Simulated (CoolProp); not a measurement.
Vapour-liquid equilibrium of R134a (1) + R245fa (2) at 0.747 MPa; x and y are mole fractions of (1).

The numbers come from the multi-fluid Helmholtz-energy mixture model, Tillner-Roth 1994 and Akasaka 2015; pair parameters Akasaka 2014 in CoolProp.

| x | bubble temperature (K) | y at the bubble point | dew temperature at overall composition x (K) | liquid density (mol/L) |
|---|---|---|---|---|
| 0.05 | 347.1 | 0.123 | 349.4 | 8.951 |
| 0.15 | 340.1 | 0.327 | 346.2 | 9.265 |
| 0.25 | 333.7 | 0.486 | 342.8 | 9.565 |
| 0.35 | 328.1 | 0.611 | 339.2 | 9.853 |
| 0.45 | 323.0 | 0.710 | 335.3 | 10.13 |
| 0.55 | 318.4 | 0.789 | 330.9 | 10.41 |
| 0.65 | 314.2 | 0.853 | 326.2 | 10.68 |
| 0.75 | 310.4 | 0.906 | 320.7 | 10.96 |
| 0.85 | 306.9 | 0.949 | 314.4 | 11.24 |
| 0.95 | 303.6 | 0.984 | 306.8 | 11.53 |

No azeotrope shows between x = 0.05 and 0.95.

Pair parameters are fitted to limited data, so mixtures are less certain than the pure fluids.
